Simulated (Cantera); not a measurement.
What does this Cantera script print?

```python
import numpy as np
import cantera as ct

gas_names = """
    AL ALH ALN ALO ALOH ALO2 ALO2H AL2 AL2O AL2O2 H HALO HNO HNO2 HNO3 HO2 H2 H2O H2O2 N NH NH2 NH3
    NH2OH NO NO2 NO3 N2 N2H2 N2H4 N2O O OH O2 O3
""".split()
cond_names = """
    AL(cr) AL(L) ALN(s) AL2O3(a) AL2O3(L) H2O(s) H2O(L)
""".split()


# ... load() reads the species with a 1 bar reference pressure and builds the phases ...
atoms = {
    'AlN': {'AL': 1, 'N': 1},
    'O2': {'O': 2},
    'H2': {'H': 2},
    'H2O': {'H': 2, 'O': 1},
}
top_T = {'ALN(s)': 2750}  # K; cautious upper limits of use, not melting points


# ... equilibrate(T, P, feed) seeds the gas with the atoms and calls Mixture.equilibrate('TP', solver="vcs", rtol=1e-11, max_steps=5000) ...
results = []
feed = {'AlN': 1, 'O2': 0.51, 'H2': 98, 'H2O': 0.16}  # mol
T = 1873  # K
P = 13332.2  # Pa
mix = equilibrate(T, P, feed)
results.append((T, P, feed, dict(zip(mix.species_names, mix.species_moles))))
print(gas.report(threshold=1e-05))
for i in range(1, mix.n_phases):
    print(f"{mix.phase(i).name:16s} {mix.phase_moles(i):12.5e} mol")
```

Result:

```
       temperature   1873 K
          pressure   13332 Pa
           density   0.0018541 kg/m^3
  mean mol. weight   2.1658 kg/kmol
   phase of matter   gas

                          1 kg             1 kmol
                     ---------------   ---------------
          enthalpy        2.2705e+07        4.9173e+07  J
   internal energy        1.5514e+07          3.36e+07  J
           entropy             94050        2.0369e+05  J/K
    Gibbs function       -1.5345e+08       -3.3234e+08  J
 heat capacity c_p             15583             33748  J/K
 heat capacity c_v             11744             25434  J/K

                      mass frac. Y      mole frac. X     chem. pot. / RT
                     ---------------   ---------------   ---------------
                AL         0.0059842        0.00048034           -10.793
               ALH        0.00085027        6.5792e-05           -21.441
              AL2O          0.010158        0.00031444           -56.648
                 H        0.00081976         0.0017613           -10.648
                H2           0.92424            0.9929           -21.296
                N2           0.05773         0.0044631           -34.148
     [  +29 minor]         0.0002183        1.6144e-05

AL(L)             0.00000e+00 mol
ALN(s)            1.18336e-01 mol
AL2O3(a)          3.82457e-01 mol
```

Cantera equilibrium calculation (NASA polynomials, part measured and part estimated; ideal gas, pure solids and liquids). Mutual solubility and eutectic melting of coexisting phases are not modelled. Condensed phases not in the tables: aluminium oxynitride.
